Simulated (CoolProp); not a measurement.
Hexamethyldisiloxane (MM) along the isobar 8.05 MPa: Z from the reference equation and from simpler models built on Tc = 245.6 °C, pc = 1.931 MPa, ω = 0.418; each cubic takes its own stable root.

The numbers come from the reference Helmholtz-energy equation of state, Thol 2016 in CoolProp.

```tsv
T (°C)	phase	reference	van der Waals	Soave-Redlich-Kwong
115.45	liquid	0.5942	0.9015	0.6233
138.65	liquid	0.5818	0.8695	0.6094
161.75	liquid	0.5731	0.8425	0.6004
184.85	liquid	0.5680	0.8196	0.5963
208.05	liquid	0.5667	0.8003	0.5975
231.15	liquid	0.5694	0.7845	(withheld)
254.25	supercritical	0.5767	0.7719	0.6169
277.45	supercritical	0.5893	0.7621	0.6364
300.55	supercritical	0.6079	0.7551	(withheld)
323.75	supercritical	0.6332	(withheld)	(withheld)
346.85	supercritical	0.6650	0.7490	0.7327
```

Problem. Complete the blanks.

Solution. 
- 231.15, Soave-Redlich-Kwong: 0.6041
- 300.55, Soave-Redlich-Kwong: 0.6626
- 323.75, van der Waals: 0.7508
- 323.75, Soave-Redlich-Kwong: 0.6954
